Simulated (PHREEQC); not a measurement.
Make-up at 20 °C: 44 mmol/kgw CdSO4, 0.046 mmol/kgw NaCl and 0.043 mmol/kgw FeSO4. It is in equilibrium with CO2 at log p = -2 (atm). Otherwise closed; pH follows from the charge balance.

Equilibrium calculation in PHREEQC: ion-association model, phreeqc.dat.

| quantity | before | after |
|---|---|---|
| pH | 4.94 | 5.06 |
| ionic strength (mol/kgw) | 0.0908 | 0.122 |
| SO4-2 (mol/kgw) | 0.0189 | 0.0390 |
| Na+ (mol/kgw) | 4.44e-5 | 4.31e-5 |
| Fe+2 (mol/kgw) | 2.90e-5 | 2.36e-5 |
| HCO3- (mol/kgw) | 1.79e-5 | 2.40e-5 |
| SI of Siderite (FeCO3) | -4.34 | -4.23 |
| SI of Melanterite (FeSO4:7H2O) | -4.79 | -4.64 |

Problem. What was changed between the two runs?
(A) NaCl replaced by NaHCO3 at the same molality
(B) diluted 2-fold with water
(C) CdSO4 replaced by Li2SO4 at the same molality
(D) CdSO4 from 0.044 to 0.022 mol/kgw
(E) CdSO4 from 0.044 to 0.088 mol/kgw

Solution. C, CdSO4 replaced by Li2SO4 at the same molality

Precipitation was switched off in this run.
